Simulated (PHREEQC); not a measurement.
# Silver or lead bath: speciation

Make-up at 25 °C: 0.19 mol Pb(NO3)2, 0.00026 mol NaCl and 0.04 mol Na2SO4 per kg of water. Closed to the air; pH follows from the charge balance.

The numbers come from PHREEQC with the ion-association model, phreeqc.dat.

Precipitation was switched off in this run.

Q: Estimate the pH, ionic strength, activity of water.

A: pH 4.29; ionic strength 0.410 mol/kgw; activity of water 0.990.

Q: In which forms is S present?

A: PbSO4 66 %, SO4-2 26 %, Pb(SO4)2-2 6.1 %, NaSO4- 2.3 % of the S.

Saturation is exceeded, for instance for Anglesite; the values hold only as long as no solid forms.
